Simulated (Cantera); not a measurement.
## Low-pressure radical oxidation in H2/O2

An isothermal, constant-pressure homogeneous reactor starts with 4.76 % H2, 95.2 % O2, equivalence ratio 0.025, at 973 K and 0.0160 bar.

Computed with Cantera and the H2/O2 subset of GRI-Mech 3.0, which has no nitrogen chemistry. Radical loss at walls, strong at low pressure, is not modelled. The temperature is held fixed by assumption; the heat of reaction is taken as removed at once.

| t (s) | x H2 | x O2 | x H2O | x H | x H2O2 | x OH | x O |
|---|---|---|---|---|---|---|---|
| 5.00e-6 | 0.0476 | 0.952 | <1e-12 | 1.21e-12 | <1e-12 | <1e-12 | <1e-12 |
| 1.94e-5 | 0.0476 | 0.952 | <1e-12 | 4.50e-12 | <1e-12 | <1e-12 | <1e-12 |
| 7.57e-5 | 0.0476 | 0.952 | 1.11e-12 | 1.54e-11 | <1e-12 | 3.59e-12 | 4.32e-12 |
| 0.000294 | 0.0476 | 0.952 | 3.99e-11 | 5.85e-11 | <1e-12 | 3.11e-11 | 5.28e-11 |
| 0.00114 | 0.0476 | 0.952 | 2.24e-9 | 9.80e-10 | <1e-12 | 6.78e-10 | 1.50e-9 |
| 0.00445 | 0.0475 | 0.952 | 5.34e-5 | 2.03e-5 | 1.96e-10 | 1.42e-5 | 3.19e-5 |
| 0.0173 | 0.000672 | 0.942 | 0.0459 | 0.00268 | 1.38e-7 | 0.00100 | 0.00815 |
| 0.0674 | 5.03e-5 | 0.950 | 0.0486 | 5.71e-5 | 9.38e-8 | 0.000232 | 0.000761 |
| 0.262 | 3.23e-6 | 0.951 | 0.0487 | 1.04e-6 | 5.00e-8 | 6.06e-5 | 5.33e-5 |
| 1.02 | 2.31e-7 | 0.951 | 0.0488 | 2.97e-8 | 1.78e-8 | 1.87e-5 | 4.93e-6 |
| 3.97 | 2.49e-8 | 0.951 | 0.0488 | 1.56e-9 | 5.49e-9 | 7.01e-6 | 6.91e-7 |
| 15.4 | 4.06e-9 | 0.951 | 0.0488 | 1.25e-10 | 1.62e-9 | 3.02e-6 | 1.29e-7 |
| 60.0 | 8.28e-10 | 0.951 | 0.0488 | 1.26e-11 | 4.59e-10 | 1.40e-6 | 2.79e-8 |
x: mole fraction; the columns are a selection and need not sum to one.

Equilibrium at this temperature and pressure: H2 1.52e-11, O2 0.951, H2O 0.0488, H <1e-12, H2O2 1.19e-11, OH 1.92e-7, O 5.25e-10 (gas phase only).
